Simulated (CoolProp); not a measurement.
The numbers come from the reference Helmholtz-energy equation of state, Lemmon 2005 in CoolProp. It is a short technical equation, of lower accuracy than the large ones.

Problem. For cis-2-butene, give the phase and the Z, speed of sound (m/s) at 353.5 K and 5.13 MPa; 439.3 K and 5.13 MPa; 467.8 K and 5.13 MPa.

Solution. 
- 353.5 K and 5.13 MPa: liquid; Z 0.177, speed of sound 742
- 439.3 K and 5.13 MPa: supercritical; Z 0.222, speed of sound 224
- 467.8 K and 5.13 MPa: supercritical; Z 0.551, speed of sound 176
